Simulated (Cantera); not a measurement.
An isothermal, constant-pressure homogeneous reactor starts with 19.2 % C2H6, 80.8 % N2, at 1725 K and 7000 Pa.

Model: GRI-Mech 3.0 (53 species, 325 reactions), integrated in Cantera. GRI-Mech 3.0 stops at C3 and has no aromatics, soot or wall deposition, so with more carbon than oxygen in the feed, carbon stays in small species such as C2H2 where larger ones or solid carbon would form.

x: mole fraction; the columns are a selection and need not sum to one.

```csv
t (s),x C2H6,x CH2,x H2,x H,x CH4,x CH3,x C2H2
3.00e-6,0.190,3.40e-7,1.38e-5,7.57e-6,6.77e-5,0.00382,6.89e-10
8.71e-6,0.185,5.80e-6,0.000328,7.03e-5,0.000543,0.0103,8.34e-8
2.53e-5,…,…,…,…,…,…,…
7.33e-5,0.0908,7.47e-5,0.0453,0.00103,0.0219,0.0380,0.00305
0.000213,0.0123,5.16e-5,0.116,0.00144,0.0587,0.0198,0.0358
0.000617,0.000538,1.00e-5,0.169,0.000669,0.0624,0.00471,0.0814
0.00179,8.14e-5,2.14e-6,0.194,0.000301,0.0585,0.00177,0.104
0.00520,3.11e-5,9.02e-7,0.207,0.000203,0.0548,0.00106,0.115
0.0151,2.30e-5,7.75e-7,0.217,0.000206,0.0486,0.000916,0.120
0.0438,1.36e-5,6.58e-7,0.233,0.000232,0.0361,0.000718,0.125
0.127,…,…,0.253,…,…,…,0.132
0.368,7.55e-7,2.27e-7,0.269,0.000333,0.00721,0.000180,0.136
1.07,8.45e-8,8.41e-8,0.275,0.000363,0.00228,6.10e-5,0.138
3.10,1.18e-8,3.04e-8,0.276,0.000371,0.000793,2.15e-5,0.138
9.00,4.48e-9,1.63e-8,0.277,0.000372,0.000424,1.15e-5,0.139
```

**Question.** Fill in the missing entries.

**Answer.** 
- 2.53e-5, x C2H6: 0.164
- 2.53e-5, x CH2: 3.57e-5
- 2.53e-5, x H2: 0.00658
- 2.53e-5, x H: 0.000429
- 2.53e-5, x CH4: 0.00386
- 2.53e-5, x CH3: 0.0236
- 2.53e-5, x C2H2: 3.02e-5
- 0.127, x C2H6: 4.54e-6
- 0.127, x CH2: 4.52e-7
- 0.127, x H: 0.000278
- 0.127, x CH4: 0.0194
- 0.127, x CH3: 0.000427
